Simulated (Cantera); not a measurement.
An isothermal, constant-pressure homogeneous reactor starts with CH₄ : CO₂ = 1 : 1.1 (molar parts), at 1850 K and 91000 Pa.

Detailed kinetics in Cantera: GRI-Mech 3.0 (53 species, 325 reactions).

One state of this run: x CH₄ = 0.00169; x CO₂ = 0.00729; x C₂H = 3.44e-8; x CH₂O = 1.06e-7; x C₂H₆ = 4.51e-8. x: mole fraction; the columns are a selection and need not sum to one.

Question: Which value of t (s) does it belong to?
A. 5.00
B. 0.00360
C. 0.0965
D. 1.34

Answer: D, 1.34
